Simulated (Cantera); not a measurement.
A freely propagating, adiabatic, planar premixed flame of 10.2 % CH₃OH, 20.4 % O₂, 69.4 % N₂, equivalence ratio 0.75, unburnt at 300 K and 1200 Torr; mixture-averaged transport, grid criteria slope 0.08 and curve 0.16, no radiation.

Detailed kinetics in Cantera: GRI-Mech 3.0 (53 species, 325 reactions). GRI-Mech 3.0 was tuned for natural gas; its chemistry of methanol as a main component is partial and can be far from experiment. Burning velocities carry a grid error of a few per cent, more on coarse grids.

x: mole fraction of selected species; z is measured from the peak of heat release.

| z (mm) | T (K) | u (m/s) | x CH₃OH | x O₂ | x OH | x CH₄ | x CH₂ | x H₂O₂ |
|---|---|---|---|---|---|---|---|---|
| -1.02 | 300 | 0.233 | 0.102 | 0.204 | <1e-8 | <1e-8 | <1e-8 | ? |
| -0.679 | 303 | 0.236 | 0.102 | 0.203 | <1e-8 | 5.68e-8 | <1e-8 | ? |
| -0.509 | 315 | 0.246 | 0.101 | 0.202 | <1e-8 | 2.82e-7 | <1e-8 | ? |
| -0.340 | 409 | 0.322 | 0.0969 | 0.194 | <1e-8 | 1.89e-6 | <1e-8 | ? |
| -0.170 | 828 | 0.669 | 0.0691 | 0.158 | <1e-8 | 9.07e-6 | <1e-8 | ? |
| -0.0849 | 1204 | 0.992 | 0.0370 | 0.124 | 8.58e-6 | 1.59e-5 | <1e-8 | ? |
| 0 | 1604 | 1.34 | 0.00329 | 0.0850 | 0.00113 | 1.81e-5 | 8.55e-7 | ? |
| 0.0849 | 1749 | 1.46 | 4.07e-6 | 0.0655 | 0.00503 | 1.63e-6 | 4.50e-8 | ? |
| 0.170 | 1822 | 1.51 | <1e-8 | 0.0583 | 0.00625 | 4.21e-8 | <1e-8 | ? |
| 0.340 | 1909 | 1.57 | <1e-8 | 0.0533 | 0.00621 | <1e-8 | <1e-8 | ? |
| 0.679 | 1982 | 1.63 | <1e-8 | 0.0504 | 0.00501 | <1e-8 | <1e-8 | ? |
| 1.36 | 2026 | 1.66 | <1e-8 | 0.0490 | 0.00347 | <1e-8 | <1e-8 | ? |
| 2.72 | 2044 | 1.67 | <1e-8 | 0.0485 | 0.00248 | <1e-8 | <1e-8 | ? |

**Question.** What belongs in the gaps?

**Answer.** 
- -1.02, x H₂O₂: 2.23e-7
- -0.679, x H₂O₂: 3.08e-6
- -0.509, x H₂O₂: 1.68e-5
- -0.340, x H₂O₂: 0.000127
- -0.170, x H₂O₂: 0.000627
- -0.0849, x H₂O₂: 0.000912
- 0, x H₂O₂: 7.22e-5
- 0.0849, x H₂O₂: 8.67e-7
- 0.170, x H₂O₂: 6.94e-7
- 0.340, x H₂O₂: 4.65e-7
- 0.679, x H₂O₂: 2.83e-7
- 1.36, x H₂O₂: 1.71e-7
- 2.72, x H₂O₂: 1.25e-7
